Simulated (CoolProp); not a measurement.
Values from CoolProp's reference Helmholtz-energy equation of state, Tillner-Roth 1997.

### Question
For CH2F2 (R32), give the phase and the speed of sound (m/s), Joule-Thomson coefficient (K/MPa), viscosity (µPa s) at 395.6 K and 0.142 MPa; 395.6 K and 2.03 MPa; 395.6 K and 28.9 MPa.

### Answer
- 395.6 K and 0.142 MPa: gas; speed of sound 274, Joule-Thomson coefficient 10.3, viscosity 17.6
- 395.6 K and 2.03 MPa: gas; speed of sound 259, Joule-Thomson coefficient 9.97, viscosity 17.7
- 395.6 K and 28.9 MPa: supercritical; speed of sound 472, Joule-Thomson coefficient 0.427, viscosity 74.7

Viscosity comes from a separate model (Bell 2016), an estimate that may be off by 10 % or more.
